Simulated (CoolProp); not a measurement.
Values from CoolProp's reference Helmholtz-energy equation of state, Span 2000.

### Question
For nitrogen, give the phase and the cp (kJ/(kg K)), cv (kJ/(kg K)), viscosity (µPa s) at 166.4 K and 0.00537 MPa; 166.4 K and 0.0693 MPa.

### Answer
- 166.4 K and 0.00537 MPa: gas; cp 1.04, cv 0.742, viscosity 11.0
- 166.4 K and 0.0693 MPa: gas; cp 1.04, cv 0.743, viscosity 11.0

Viscosity comes from a separate model (Lemmon 2004).
